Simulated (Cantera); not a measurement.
Charge: 1 mol SiCl₄, 98 mol N₂, 0.72 mol H₂, equilibrated at 0.140 bar.

These are equilibrium values from Cantera (NASA tables, ideal gas, pure condensed phases), not measurements of a reactor. Candidate condensed phases: NH₄Cl, Si, Si₃N₄; 28 gas species. N₂ is the only nitrogen source here; it is nearly inert below about 1500 K, so the nitride shown seldom forms there in practice. The tables' values for SiCl₃ are old estimates; treat these amounts as uncertain. Rates play no part. All values below are at 1273 K.

Base state: N₂ 0.979, HCl 0.0133, SiCl₄ 0.00638, H₂ 0.000576, SiCl₃ 0.000334, SiCl₂ 0.000115, SiHCl₃ 1.11e-5 (mole fractions); condensed: Si₃N₄(s).

Problem. What changes in the equilibrium state with this change: pressure from 0.140 bar to 0.000100 bar?

Solution. 
```json
[
 {"species": "N₂", "before": "0.979", "after": "0.976"},
 {"species": "HCl", "before": "0.0133", "after": "0.0142"},
 {"species": "SiCl₂", "before": "0.000115", "after": "0.00642"},
 {"species": "SiCl₄", "before": "0.00638", "after": "0.00210"},
 {"species": "Cl", "before": "8.94e-7", "after": "9.61e-5"},
 {"species": "SiHCl₃", "before": "1.11e-5", "after": "4.73e-7"},
 {"species": "H₂", "before": "0.000576", "after": "7.99e-5"},
 {"species": "SiCl₃", "before": "0.000334", "after": "0.00143"},
 {"species": "Si₃N₄(s), mol", "before": "0.106", "after": "0"}
]
```
